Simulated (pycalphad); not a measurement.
**Freezing of Si-C alloys with rising C**

Source of the numbers: pycalphad with the COST 507 light-alloy database (1999); pressure 1 atm. No gas phase is included, though pure Si would boil below 2928 °C. The database dates from 1999; later assessments differ in places, in temperatures and in the compounds included. Amounts are mole fractions of atoms.

Scheil-Gulliver runs (no diffusion in the solid, steps of 4 K) beside full equilibrium.

| alloy | liquidus (°C) | Scheil, half solid (°C) | Scheil, 80 % solid (°C) | Scheil, invariant end (°C) | liquid left at that end | equilibrium solidus (°C) |
|---|---|---|---|---|---|---|
| Si-5.2C (at.%) | 2538 | at the invariant end | at the invariant end | 1414 | 0.90 | 1414 |
| Si-10.4C (at.%) | 2702 | at the invariant end | at the invariant end | 1414 | 0.79 | 1414 |
| Si-15.6C (at.%) | 2799 | at the invariant end | at the invariant end | 1414 | 0.69 | 1414 |
| Si-20.8C (at.%) | 2928 | at the invariant end | at the invariant end | 1414 | 0.63 | 1414 |
